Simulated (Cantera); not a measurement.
Input: 1 mol Si₂H₆, 7.5 mol H₂, 0.01 mol Cl₂, held at 1500 K and 3.90 mbar.

Equilibrium computed with Cantera from the NASA thermochemical tables; the gas is ideal and each condensed phase is pure. Candidate condensed phases: Si; 19 gas species. The feed counts by its element totals alone. The numbers say what is thermodynamically allowed, not how fast it happens.

Base state: H₂ 0.998, HCl 0.00188, H 0.000282, SiCl₂ 1.14e-5 (mole fractions); condensed: Si(s).

What changes in the equilibrium state with this change: Si₂H₆ replaced by SiH₂Cl₂?


```csv
species,before,after
H₂,0.998,0.838
HCl,0.00188,0.112
SiCl₂,1.14e-5,0.0484
SiCl₃,3.33e-9,0.000926
SiCl₄,<1e-9,5.62e-5
SiHCl₃,<1e-9,4.33e-5
Cl,4.27e-7,2.79e-5
SiCl,2.31e-7,1.51e-5
"Si(s), mol",2.00,0.529
```
The tables' values for SiCl₃, SiCl are old estimates; treat these amounts as uncertain.

What changes in the equilibrium state with this change: Si₂H₆ replaced by Si₂Cl₆?


```json
[
 {"species": "H₂", "before": "0.998", "after": "0.623"},
 {"species": "HCl", "before": "0.00188", "after": "0.188"},
 {"species": "SiCl₂", "before": "1.14e-5", "after": "0.182"},
 {"species": "SiCl₃", "before": "3.33e-9", "after": "0.00672"},
 {"species": "SiCl₄", "before": "<1e-9", "after": "0.000790"},
 {"species": "Si(s), mol", "before": "2.00", "after": "0.0169"}
]
```
The tables' values for SiCl₃, SiCl are old estimates; treat these amounts as uncertain.
